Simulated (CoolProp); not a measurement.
Properties of n-pentane along the isobar 4.7 MPa (Tc = 469.7 K, pc = 3.368 MPa, ω = 0.251).

Values from CoolProp's reference Helmholtz-energy equation of state, Thol 2019.

```json
[
 {"T (K)": "223.7", "phase": "liquid", "Z": "0.2625", "cp (kJ/(kg K))": "___", "speed of sound (m/s)": "1404", "conductivity (mW/(m K))": "142", "fugacity coefficient": "0.0003903"},
 {"T (K)": "249.6", "phase": "liquid", "Z": "0.2433", "cp (kJ/(kg K))": "2.114", "speed of sound (m/s)": "1277", "conductivity (mW/(m K))": "133", "fugacity coefficient": "0.002002"},
 {"T (K)": "275.6", "phase": "liquid", "Z": "0.2283", "cp (kJ/(kg K))": "2.207", "speed of sound (m/s)": "1153", "conductivity (mW/(m K))": "123", "fugacity coefficient": "0.007175"},
 {"T (K)": "301.5", "phase": "liquid", "Z": "0.2168", "cp (kJ/(kg K))": "2.313", "speed of sound (m/s)": "1032", "conductivity (mW/(m K))": "114", "fugacity coefficient": "___"},
 {"T (K)": "327.4", "phase": "liquid", "Z": "0.2082", "cp (kJ/(kg K))": "2.432", "speed of sound (m/s)": "915.0", "conductivity (mW/(m K))": "105", "fugacity coefficient": "0.04424"},
 {"T (K)": "353.3", "phase": "liquid", "Z": "0.2020", "cp (kJ/(kg K))": "2.563", "speed of sound (m/s)": "800.2", "conductivity (mW/(m K))": "97.0", "fugacity coefficient": "0.08558"},
 {"T (K)": "379.2", "phase": "liquid", "Z": "0.1985", "cp (kJ/(kg K))": "2.711", "speed of sound (m/s)": "686.6", "conductivity (mW/(m K))": "89.9", "fugacity coefficient": "0.1470"},
 {"T (K)": "405.1", "phase": "liquid", "Z": "___", "cp (kJ/(kg K))": "2.884", "speed of sound (m/s)": "572.4", "conductivity (mW/(m K))": "83.9", "fugacity coefficient": "0.2296"},
 {"T (K)": "431", "phase": "liquid", "Z": "0.2016", "cp (kJ/(kg K))": "3.113", "speed of sound (m/s)": "454.5", "conductivity (mW/(m K))": "78.9", "fugacity coefficient": "0.3315"},
 {"T (K)": "456.9", "phase": "liquid", "Z": "0.2138", "cp (kJ/(kg K))": "3.514", "speed of sound (m/s)": "326.5", "conductivity (mW/(m K))": "75.5", "fugacity coefficient": "0.4472"},
 {"T (K)": "482.9", "phase": "supercritical", "Z": "0.2615", "cp (kJ/(kg K))": "5.089", "speed of sound (m/s)": "174.7", "conductivity (mW/(m K))": "77.2", "fugacity coefficient": "0.5662"},
 {"T (K)": "508.8", "phase": "supercritical", "Z": "0.4930", "cp (kJ/(kg K))": "4.544", "speed of sound (m/s)": "142.2", "conductivity (mW/(m K))": "66.9", "fugacity coefficient": "___"},
 {"T (K)": "534.7", "phase": "supercritical", "Z": "0.6349", "cp (kJ/(kg K))": "3.486", "speed of sound (m/s)": "174.2", "conductivity (mW/(m K))": "59.3", "fugacity coefficient": "0.7169"},
 {"T (K)": "560.6", "phase": "supercritical", "Z": "0.7170", "cp (kJ/(kg K))": "3.258", "speed of sound (m/s)": "197.3", "conductivity (mW/(m K))": "59.1", "fugacity coefficient": "0.7626"}
]
```

Question: What belongs in the gaps?

Answer: 
- 223.7, cp (kJ/(kg K)): 2.040
- 301.5, fugacity coefficient: 0.01966
- 405.1, Z: 0.1979
- 508.8, fugacity coefficient: 0.6572

The peak of cp marks the crossing from liquid-like to gas-like fluid above the critical point.

Thermal conductivity comes from a separate model (Vassiliou 2015).
